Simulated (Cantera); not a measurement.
A Cantera script and what it prints.

```python
import numpy as np
import cantera as ct

gas_names = """
    H HO2 H2 H2O H2O2 H2S H2SO4 O OH O2 O3 S SH SO SO2 SO3 S2 S2O S8
""".split()
cond_names = """
    H2O(s) H2O(L) H2SO4(L) S(cr1) S(cr2) S(L)
""".split()


# ... load() reads the species with a 1 bar reference pressure and builds the phases ...
atoms = {
    'SO2': {'S': 1, 'O': 2},
    'H2': {'H': 2},
    'O2': {'O': 2},
}
top_T = {}  # K; cautious upper limits of use, not melting points


# ... equilibrate(T, P, feed) seeds the gas with the atoms and calls Mixture.equilibrate('TP', solver="vcs", rtol=1e-11, max_steps=5000) ...
results = []
feed = {'SO2': 1, 'H2': 5.6, 'O2': 3.1}  # mol
P = 14000000  # Pa
for T in [923, 973, 1023, 1073, 1123, 1173, 1223, 1273, 1323, 1373, 1423, 1473, 1523, 1573]:
    mix = equilibrate(T, P, feed)
    results.append((T, P, feed, dict(zip(mix.species_names, mix.species_moles))))

top = {s: max(r[3][s] / sum(r[3][g] for g in gas_names) for r in results) for s in gas_names}
cols = sorted((s for s in top if top[s] > 1e-05), key=lambda s: -top[s])[:9]
seen = [c for c in cond_names if any(r[3].get(c, 0) > 1e-12 for r in results)]
print("log10 of partial pressures in bar; condensed amounts in mol")
print(f"{'T/K':>10s}" + "".join(f"{s[:9]:>10s}" for s in cols + seen))
for T, P, feed, n in results:
    ng = sum(n[g] for g in gas_names)
    print(f"{T:10.4g}" + "".join(f"{np.log10(max(n[s] / ng * P / 1e5, 1e-99)):10.3f}" for s in cols)
          + "".join(f"{n.get(c, 0):10.4g}" for c in seen))
```

It prints:

```
log10 of partial pressures in bar; condensed amounts in mol
       T/K       H2O       SO2       SO3     H2SO4        O2        OH
       923     2.071     0.953     0.774     0.870    -1.723    -6.373
       973     2.071     0.956     0.887     0.720    -0.934    -5.703
      1023     2.072     0.979     0.939     0.537    -0.364    -5.135
      1073     2.070     1.025     0.939     0.324     0.007    -4.655
      1123     2.069     1.078     0.900     0.092     0.244    -4.245
      1173     2.067     1.127     0.834    -0.148     0.400    -3.884
      1223     2.064     1.168     0.752    -0.390     0.506    -3.562
      1273     2.063     1.201     0.659    -0.629     0.580    -3.272
      1323     2.061     1.225     0.561    -0.861     0.632    -3.007
      1373     2.060     1.244     0.460    -1.084     0.669    -2.764
      1423     2.059     1.258     0.359    -1.297     0.696    -2.540
      1473     2.058     1.269     0.261    -1.499     0.716    -2.333
      1523     2.058     1.277     0.165    -1.691     0.731    -2.140
      1573     2.057     1.283     0.072    -1.873     0.741    -1.960
```

Equilibrium computed with Cantera from the NASA thermochemical tables; the gas is ideal and each condensed phase is pure. The ideal-gas law is rough above about 30 bar.
